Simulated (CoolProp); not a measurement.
n-pentane at several states: Z from the reference equation and from simpler models built on Tc = 469.7 K, pc = 33.68 bar, ω = 0.251; each cubic takes its own stable root.

Computed with CoolProp (reference Helmholtz-energy equation of state, Thol 2019).

| T (K) | p (bar) | phase | reference |
|---|---|---|---|
| 474.2 | 52.9 | supercritical | 0.2543 |
| 573.6 | 7.41 | gas | 0.9621 |
| 176.3 | 1.66 | liquid | 0.01113 |

Q: How far does each simpler model (van der Waals, Redlich-Kwong, Peng-Robinson) lie from the reference over these 3 states: mean and median of the absolute difference, and the worst?

A: 
- van der Waals: mean 37.4 %, median 42.7 %, worst +69.0 % at 176.3 K and 1.66 bar
- Redlich-Kwong: mean 11.0 %, median 13.4 %, worst +19.3 % at 474.2 K and 52.9 bar
- Peng-Robinson: mean 3.1 %, median 0.6 %, worst +8.7 % at 474.2 K and 52.9 bar
